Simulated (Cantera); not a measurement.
Charge: 1 mol SiH₄, 0.48 mol H₂O, 100 mol N₂, at 0.113 Torr.

Method: chemical equilibrium by Gibbs-energy minimisation in Cantera with the NASA 1993 tables (ideal gas, pure condensed phases). Candidate condensed phases: H₂O, Si, SiO₂, Si₂N₂O, Si₃N₄; 35 gas species. N₂ is the only nitrogen source here; it is nearly inert below about 1500 K, so the nitride shown seldom forms there in practice. Mutual solubility and eutectic melting of coexisting phases are not modelled. The tables' values for SiN are old estimates; treat these amounts as uncertain. Equilibrium is a limit: real reactors are often held back by kinetics, nucleation or transport.

x: gas mole fraction; n: condensed amount in mol.

```tsv
T (°C)	x N₂	x H₂	x H	x Si	n Si₂N₂O(s)	n Si₃N₄(s)	n Si(s)
552	0.976	0.0243	1.01e-10	<1e-12	0.480	0.0133	0
702	0.976	0.0243	1.46e-8	<1e-12	0.480	0.0133	0
852	0.976	0.0243	…	<1e-12	0.480	0.0133	0
1002	0.976	0.0243	9.39e-6	1.86e-9	0.480	0.0134	0
1152	0.975	0.0243	8.68e-5	1.80e-6	0.445	0.0250	0
1302	0.971	0.0238	0.000524	0.000383	0	0	0.478
1452	0.965	0.0228	0.00229	0.00485	0	0	0
1602	0.963	…	…	0.00497	0	0	0
1752	0.957	0.0143	0.0188	0.00496	0	0	0
```

**Question.** What belongs in the gaps?

**Answer.** 
- 1602, x H₂: 0.0201
- 1602, x H: 0.00758
- 852, x H: 5.66e-7
